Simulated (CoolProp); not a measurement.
Model: reference Helmholtz-energy equation of state, Beckmüller 2019, in CoolProp.

Q: For n-octane, give the phase and the cv (kJ/(kg K)), speed of sound (m/s), expansivity (1/kK), viscosity (µPa s) at 604 K and 6260 kPa.

A: 
- 604 K and 6260 kPa: supercritical; cv 2.92, speed of sound 242, expansivity 5.22, viscosity 46.8

Viscosity comes from a separate model (Huber 2004).
